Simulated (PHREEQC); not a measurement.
1.9 g of hydrous ferric oxide (600 m²/g; 0.2 weak and 0.005 strong sites per Fe, Dzombak-Morel constants, diffuse double layer) in 1 kg of water with 0.3 mol/kgw of an inert sodium salt and 1.9e-05 mol/kgw NaF, at 25 °C; the pH is set by adding NaOH or the inert anion's acid. Oxygen is held at 0.21 atm. CO2 from the air is kept out. No solid was allowed to form.

The series has 13 steps of pH, from 3 to 9.

Computed with PHREEQC (ion-association model, wateq4f.dat).

Q: Near which pH is half of the F sorbed, and on which side is more sorbed?

A: Near pH 6.6, with more sorbed at lower pH.

Complexes and solids missing from the database can't appear. The oxide is taken as insoluble; below pH 4 it would dissolve.
